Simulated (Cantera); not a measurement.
Feed: 1 mol Ti(OiPr)₄, 11 mol H₂, equilibrated at 19.0 Pa.

Cantera equilibrium calculation (NASA polynomials, part measured and part estimated; ideal gas, pure solids and liquids). Candidate condensed phases: C, C₆H₆, C₇H₈, C₈H₁₈, H₂O, Ti, TiC, TiO, TiO₂, Ti₂O₃, Ti₃O₅, Ti₄O₇; 113 gas species. The feed counts by its element totals alone. TiC: taken at fixed stoichiometry. The numbers say what is thermodynamically allowed, not how fast it happens.

x: gas mole fraction; n: condensed amount in mol.

```json
[
 {"T (K)": "1223", "x H₂": "0.862", "x H": "2.03e-5", "x CO": "0.138", "x C₂H₂ (acetylene)": "1.35e-7", "x Ti": "<1e-12", "n C(graphite)": "7.00", "n TiC(s)": "1.00"},
 {"T (K)": "1298", "x H₂": "0.862", "x H": "7.22e-5", "x CO": "0.138", "x C₂H₂ (acetylene)": "4.81e-7", "x Ti": "<1e-12", "n C(graphite)": "7.00", "n TiC(s)": "1.00"},
 {"T (K)": "1373", "x H₂": "0.862", "x H": "0.000224", "x CO": "0.138", "x C₂H₂ (acetylene)": "1.49e-6", "x Ti": "<1e-12", "n C(graphite)": "7.00", "n TiC(s)": "1.00"},
 {"T (K)": "1448", "x H₂": "0.861", "x H": "0.000621", "x CO": "0.138", "x C₂H₂ (acetylene)": "4.09e-6", "x Ti": "[?]", "n C(graphite)": "7.00", "n TiC(s)": "1.00"},
 {"T (K)": "1523", "x H₂": "0.861", "x H": "0.00156", "x CO": "0.138", "x C₂H₂ (acetylene)": "1.02e-5", "x Ti": "[?]", "n C(graphite)": "7.00", "n TiC(s)": "1.00"},
 {"T (K)": "1598", "x H₂": "0.859", "x H": "0.00358", "x CO": "0.138", "x C₂H₂ (acetylene)": "2.31e-5", "x Ti": "[?]", "n C(graphite)": "7.00", "n TiC(s)": "1.00"},
 {"T (K)": "1673", "x H₂": "0.855", "x H": "0.00764", "x CO": "0.137", "x C₂H₂ (acetylene)": "4.87e-5", "x Ti": "[?]", "n C(graphite)": "7.00", "n TiC(s)": "1.00"},
 {"T (K)": "1748", "x H₂": "0.848", "x H": "0.0153", "x CO": "0.137", "x C₂H₂ (acetylene)": "9.57e-5", "x Ti": "[?]", "n C(graphite)": "6.99", "n TiC(s)": "1.00"},
 {"T (K)": "1823", "x H₂": "0.835", "x H": "0.0287", "x CO": "0.136", "x C₂H₂ (acetylene)": "0.000177", "x Ti": "[?]", "n C(graphite)": "6.99", "n TiC(s)": "1.000"},
 {"T (K)": "1898", "x H₂": "0.814", "x H": "0.0512", "x CO": "0.134", "x C₂H₂ (acetylene)": "0.000306", "x Ti": "[?]", "n C(graphite)": "6.98", "n TiC(s)": "1.000"},
 {"T (K)": "1973", "x H₂": "0.781", "x H": "0.0865", "x CO": "0.132", "x C₂H₂ (acetylene)": "0.000500", "x Ti": "[?]", "n C(graphite)": "6.97", "n TiC(s)": "1.000"},
 {"T (K)": "2048", "x H₂": "0.732", "x H": "0.139", "x CO": "0.128", "x C₂H₂ (acetylene)": "0.000767", "x Ti": "[?]", "n C(graphite)": "6.95", "n TiC(s)": "1.000"},
 {"T (K)": "2123", "x H₂": "0.664", "x H": "0.212", "x CO": "0.123", "x C₂H₂ (acetylene)": "0.00110", "x Ti": "[?]", "n C(graphite)": "6.93", "n TiC(s)": "0.999"},
 {"T (K)": "2198", "x H₂": "0.575", "x H": "0.306", "x CO": "0.117", "x C₂H₂ (acetylene)": "0.00146", "x Ti": "[?]", "n C(graphite)": "6.90", "n TiC(s)": "0.996"}
]
```

Some entries are withheld; supply them.


- 1448, x Ti: 1.47e-12
- 1523, x Ti: 2.08e-11
- 1598, x Ti: 2.30e-10
- 1673, x Ti: 2.04e-9
- 1748, x Ti: 1.50e-8
- 1823, x Ti: 9.31e-8
- 1898, x Ti: 5.01e-7
- 1973, x Ti: 2.36e-6
- 2048, x Ti: 9.94e-6
- 2123, x Ti: 3.77e-5
- 2198, x Ti: 0.000131
